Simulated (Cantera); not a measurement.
A closed system holds: 1 mol SiC, 0.079 mol CO2, 170 mol H2, held at 2025 K and 4.50 bar.

Method: chemical equilibrium by Gibbs-energy minimisation in Cantera with the NASA 1993 tables (ideal gas, pure condensed phases). Candidate condensed phases: C, C6H6, C7H8, C8H18, H2O, Si, SiC, SiO2; 123 gas species. Gases not in the tables: Si2H6 and higher silanes. Kinetics and transport are ignored.

Q: What is the equilibrium state?

A: 
```json
{
  "x(H2)": "0.998",
  "x(H)": "0.000906",
  "x(CO)": "0.000594",
  "x(SiO)": "0.000332",
  "x(CH4)": "0.000237",
  "x(SiH2)": "5.51e-5",
  "x(C2H2 (acetylene))": "1.59e-5",
  "x(SiH)": "7.94e-6",
  "x(Si)": "5.85e-6",
  "n(SiC(s))": "0.931 mol",
  "gas_amount": "170.2 mol",
  "log10 activity of Si(l) (absent)": "-0.34",
  "log10 activity of C(graphite) (absent)": "-0.88"
}
```
